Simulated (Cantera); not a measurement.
Charge: 1 mol SiCl4, 1.7 mol HCl, 0.57 mol H2, equilibrated at 898.15 K and 3.70 bar.

These are equilibrium values from Cantera (NASA tables, ideal gas, pure condensed phases), not measurements of a reactor. Candidate condensed phases: Si; 19 gas species. Rates play no part.

Base state: HCl 0.520, SiCl4 0.306, H2 0.174, SiHCl3 0.000285 (mole fractions); condensed: gas only.

Task: What changes in the equilibrium state with this change: SiCl4 replaced by Si?

Result: 
| species | before | after |
|---|---|---|
| H2 | 0.174 | 0.733 |
| SiCl4 | 0.306 | 0.157 |
| SiHCl3 | 0.000285 | 0.101 |
| HCl | 0.520 | 0.00319 |
| SiH2Cl2 | 2.51e-8 | 0.00610 |
| SiH3Cl | <1e-9 | 9.01e-5 |
| SiCl2 | <1e-9 | 1.88e-5 |
| Si(s), mol | 0 | 0.526 |
The tables' values for SiCl3 are old estimates; treat these amounts as uncertain.

Task: What changes in the equilibrium state with this change: temperature from 898.15 K to 1275 K?

Result: 
```csv
species,before,after
HCl,0.520,0.525
SiCl4,0.306,0.300
H2,0.174,0.170
SiCl2,<1e-9,4.01e-5
SiCl3,1.43e-6,0.00136
SiHCl3,0.000285,0.00391
```
The tables' values for SiCl3 are old estimates; treat these amounts as uncertain.
